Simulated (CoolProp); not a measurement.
Vapour-liquid equilibrium of methane (1) + ethylene (2) at 0.294 MPa; x and y are mole fractions of (1).

The numbers come from the multi-fluid Helmholtz-energy mixture model, Setzmann 1991 and Smukala 2000; pair parameters Bell 2016 in CoolProp.

```
x      bubble temperature, mixture model (K)  bubble temperature, Raoult's law (K)  y, mixture model  y, Raoult's law
-----  -------------------------------------  ------------------------------------  ----------------  ---------------
0.05                                   175.7                                 176.8             0.511            0.503
0.125                                  160.1                                 163.8               [?]            0.786
0.2                                    150.4                                 155.2             0.913            0.890
0.275                                    [?]                                 149.2             0.950            0.937
0.35                                   140.3                                 144.6             0.968            0.961
0.425                                    [?]                                 141.0             0.977            0.975
0.5                                    135.2                                 138.0             0.983            0.983
0.575                                  133.5                                 135.6             0.987            0.989
0.65                                   132.0                                 133.4             0.990            0.992
0.725                                    [?]                                 131.6             0.992            0.995
0.8                                      [?]                                 130.0             0.994            0.997
0.875                                    [?]                                 128.5             0.997            0.998
0.95                                   127.2                                 127.2             0.999            0.999
```

Problem. Some entries are withheld; supply them.

Solution. 
- 0.125, y, mixture model: 0.817
- 0.275, bubble temperature, mixture model (K): 144.4
- 0.425, bubble temperature, mixture model (K): 137.4
- 0.725, bubble temperature, mixture model (K): 130.8
- 0.8, bubble temperature, mixture model (K): 129.6
- 0.875, bubble temperature, mixture model (K): 128.4

The largest gap from Raoult's law is -4.8 K in bubble temperature, at x = 0.275. No azeotrope shows between x = 0.05 and 0.95.

Pair parameters are fitted to limited data, so mixtures are less certain than the pure fluids.
